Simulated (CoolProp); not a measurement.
Values from CoolProp's reference Helmholtz-energy equation of state, Lemmon 2006. It is a short technical equation, of lower accuracy than the large ones.

**Question.** For nitrous oxide, give the phase and the density (kg/m³), cv (kJ/(kg K)), isothermal compressibility (1/MPa), expansivity (1/kK) at 342.1 K and 13.6 MPa; 342.1 K and 15.8 MPa.

**Answer.** 
- 342.1 K and 13.6 MPa: supercritical; density 513, cv 0.957, isothermal compressibility 0.100, expansivity 20.1
- 342.1 K and 15.8 MPa: supercritical; density 601, cv 0.935, isothermal compressibility 0.0507, expansivity 13.5
